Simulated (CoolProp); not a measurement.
A Linde-Hampson liquefier for CF4 (R14): isothermal reversible compression at 300 K from 1 atm to 30 MPa, throttling to 1 atm, return gas leaving the recuperator 10 K below the feed. Each further row changes one setting.

The numbers come from the reference Helmholtz-energy equation of state, Platzer 1990 in CoolProp. This equation is an older, rougher fit; its heat capacities, sound speeds and derivatives of the liquid may be far off and weren't checked against measurements.

```
case                        liquid yield per pass  compression work (kJ/kg of gas)
--------------------------  ---------------------  -------------------------------
as stated                                       ?                              145
warm-end temperature 330 K                  0.206                                ?
warm-end gap 15 K                               ?                              145
```

Problem. Some entries are withheld; supply them.

Solution. 
- as stated, liquid yield per pass: 0.271
- warm-end temperature 330 K, compression work (kJ/kg of gas): 166
- warm-end gap 15 K, liquid yield per pass: 0.259
